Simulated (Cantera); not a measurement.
Source: NASA polynomial tables (part measured, part estimated), evaluated in Cantera. Values are per mole of reaction as written; species without (g) are pure solids or liquids, kept so even where they would boil at 1 bar.

4 F(g) + H2(g) + 2 K(g) → 2 KHF2

```json
[
 {"T (K)": "1723", "ΔH° (kJ)": "-2256.7", "ΔS° (J/K)": "-734.8", "ΔG° (kJ)": "-990.7", "log10 K": "30.03"},
 {"T (K)": "1923", "ΔH° (kJ)": "…", "ΔS° (J/K)": "…", "ΔG° (kJ)": "…", "log10 K": "…"},
 {"T (K)": "2123", "ΔH° (kJ)": "-2236.8", "ΔS° (J/K)": "-724.4", "ΔG° (kJ)": "-699.0", "log10 K": "17.20"},
 {"T (K)": "2323", "ΔH° (kJ)": "-2227.1", "ΔS° (J/K)": "-720.0", "ΔG° (kJ)": "-554.6", "log10 K": "12.47"},
 {"T (K)": "2523", "ΔH° (kJ)": "…", "ΔS° (J/K)": "…", "ΔG° (kJ)": "…", "log10 K": "…"}
]
```

Q: Some entries are withheld; supply them.

A: 
- 1923, ΔH° (kJ): -2246.7
- 1923, ΔS° (J/K): -729.2
- 1923, ΔG° (kJ): -844.3
- 1923, log10 K: 22.93
- 2523, ΔH° (kJ): -2217.6
- 2523, ΔS° (J/K): -716.1
- 2523, ΔG° (kJ): -411.0
- 2523, log10 K: 8.51
